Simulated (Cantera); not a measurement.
## Premixed flame

A freely propagating, adiabatic, planar premixed flame of CH4 : H2 : O2 : N2 = 1 : 0.13 : 1.59 : 3.97 (molar parts), equivalence ratio 1.3, unburnt at 625 K and 5.00 bar; mixture-averaged transport, grid criteria slope 0.08 and curve 0.16, no radiation.

Detailed kinetics in Cantera: GRI-Mech 3.0 (53 species, 325 reactions). Burning velocities carry a grid error of a few per cent, more on coarse grids.

```tsv
z (mm)	T (K)	u (m/s)	x CH4	x H2	x O2	x C2H	x HO2	x C2H6
-0.194	625	1.42	0.149	0.0210	0.237	<1e-8	1.58e-7	5.56e-8
-0.130	629	1.43	0.148	0.0242	0.236	<1e-8	2.16e-6	1.21e-6
-0.0972	643	1.47	0.147	0.0283	0.235	<1e-8	1.16e-5	9.60e-6
-0.0648	741	1.71	0.138	0.0367	0.226	<1e-8	8.82e-5	0.000134
-0.0324	1267	3.00	0.0951	0.0505	0.176	<1e-8	0.000287	0.00150
-0.0162	1748	4.22	0.0526	0.0576	0.119	1.77e-7	0.000296	0.00151
0	2172	5.32	0.0153	0.0604	0.0593	3.96e-6	0.000115	0.000181
0.0162	2387	5.87	0.00229	0.0574	0.0235	6.66e-6	2.56e-5	3.92e-6
0.0324	2460	6.04	0.000260	0.0543	0.00954	2.07e-6	8.40e-6	6.12e-8
0.0648	2506	6.13	4.05e-6	0.0532	0.00313	5.61e-8	3.44e-6	<1e-8
0.130	2549	6.21	<1e-8	0.0535	0.00169	<1e-8	2.02e-6	<1e-8
0.259	2590	6.30	<1e-8	0.0533	0.00103	<1e-8	1.15e-6	<1e-8
0.518	2617	6.35	<1e-8	0.0530	0.000648	<1e-8	6.71e-7	<1e-8
```
x: mole fraction of selected species; z is measured from the peak of heat release.

| Item | Result |
|---|---|
| laminar burning velocity | 142 cm/s |
| thermal thickness | 0.0648 mm |
| peak x(C2H) | 7.22e-6 |
| peak x(HO2) | 0.000315 |
| peak x(C2H6) | 0.00183 |
| grid points | 152 |
